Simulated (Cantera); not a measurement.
Charge: 1 mol CH3SiH3, 0.026 mol CH4, 98 mol H2, held at 0.130 bar.

Cantera equilibrium calculation (NASA polynomials, part measured and part estimated; ideal gas, pure solids and liquids). Candidate condensed phases: C, C6H6, C7H8, C8H18, Si, SiC; 87 gas species. The feed counts by its element totals alone. Gases not in the tables: Si2H6 and higher silanes. Kinetics and transport are ignored.

At 2050 °C, list the 6 most abundant gas species with their mole fractions, and the condensed phases.

H2 0.966, H 0.0297, Si 0.00233, C2H2 (acetylene) 0.00155, SiH 0.000292, Si2C 0.000204. Condensed: SiC(s).
